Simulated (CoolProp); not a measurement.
R404A along the isotherm 83.05 °C: Z from the reference equation and from simpler models built on Tc = 72.1 °C, pc = 37.35 bar, ω = 0.293; each cubic takes its own stable root.

Values from CoolProp's reference Helmholtz-energy equation of state, Lemmon 2003. It is a pseudo-pure fit of the blend.

| p (bar) | phase | reference | Redlich-Kwong | Peng-Robinson |
|---|---|---|---|---|
| 0.177 | gas | 0.9985 | 0.9985 | 0.9984 |
| 0.276 | gas | 0.9976 | 0.9977 | 0.9975 |
| 0.43 | gas | 0.9962 | 0.9964 | 0.9960 |
| 0.669 | gas | 0.9941 | 0.9944 | 0.9938 |
| 1.04 | gas | 0.9909 | 0.9913 | 0.9904 |
| 1.62 | gas | 0.9857 | 0.9864 | 0.9850 |
| 2.52 | gas | 0.9777 | 0.9787 | 0.9766 |
| 3.93 | gas | ? | 0.9666 | 0.9633 |
| 6.12 | gas | 0.9449 | 0.9473 | 0.9423 |
| 9.53 | gas | ? | 0.9163 | 0.9088 |
| 14.8 | gas | 0.8596 | 0.8657 | ? |
| 23.1 | gas | 0.7670 | 0.7764 | ? |
| 36 | gas | ? | 0.5920 | 0.5793 |
| 56 | supercritical | 0.2631 | 0.3194 | 0.3054 |

Question: What belongs in the gaps?

Answer: 
- 3.93, reference: 0.9650
- 9.53, reference: 0.9125
- 14.8, Peng-Robinson: 0.8545
- 23.1, Peng-Robinson: 0.7610
- 36, reference: 0.5811
